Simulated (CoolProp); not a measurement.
Vapour-liquid equilibrium of ethylbenzene (1) + m-xylene (2) at 1460 kPa; x and y are mole fractions of (1).

Model: multi-fluid Helmholtz-energy mixture model, Zhou 2012 and Zhou 2012; pair parameters Bell 2016, in CoolProp.

```json
[
 {"x": "0.05", "bubble temperature (K)": "549.0", "y at the bubble point": "0.051", "dew temperature at overall composition x (K)": "549.0", "liquid density (mol/L)": "___"},
 {"x": "0.2", "bubble temperature (K)": "548.7", "y at the bubble point": "___", "dew temperature at overall composition x (K)": "548.7", "liquid density (mol/L)": "5.507"},
 {"x": "0.35", "bubble temperature (K)": "548.3", "y at the bubble point": "0.355", "dew temperature at overall composition x (K)": "548.3", "liquid density (mol/L)": "___"},
 {"x": "0.5", "bubble temperature (K)": "548.0", "y at the bubble point": "___", "dew temperature at overall composition x (K)": "548.0", "liquid density (mol/L)": "5.529"},
 {"x": "0.65", "bubble temperature (K)": "547.7", "y at the bubble point": "0.654", "dew temperature at overall composition x (K)": "547.7", "liquid density (mol/L)": "5.540"},
 {"x": "0.8", "bubble temperature (K)": "547.4", "y at the bubble point": "0.803", "dew temperature at overall composition x (K)": "547.4", "liquid density (mol/L)": "5.552"},
 {"x": "0.95", "bubble temperature (K)": "547.2", "y at the bubble point": "0.951", "dew temperature at overall composition x (K)": "547.2", "liquid density (mol/L)": "5.564"}
]
```

Question: What belongs in the gaps?

Answer: 
- 0.05, liquid density (mol/L): 5.496
- 0.2, y at the bubble point: 0.204
- 0.35, liquid density (mol/L): 5.517
- 0.5, y at the bubble point: 0.505

No azeotrope shows between x = 0.05 and 0.95.

The pair parameters rest on a limited set of measurements; away from them the model extrapolates.
